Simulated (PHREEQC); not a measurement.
A solution holds 0.023 mol/kgw H2SiF6, 0.0005 mol/kgw Na2S, 0.0031 mol/kgw KHF2 and 7.7e-05 mol/kgw ZnSO4, at 25 °C. It is in equilibrium with CO2 at log p = 0 (atm). Otherwise closed; pH follows from the charge balance.

Model: ion-association model, phreeqc.dat, run in PHREEQC.

Precipitation was switched off in this run.

Q: Estimate the pH.

A: pH 1.46.

Q: In which forms is S present?

A: H2S 87 %, HSO4- 8.5 %, SO4-2 4.8 % of the S.

The solution is supersaturated, for example in Quartz (slow to form), Chalcedony (slow to form), so a real one may precipitate; this is no full list. Species that the database lacks are ignored. SiF6-2 is the database's only silicon fluoride.
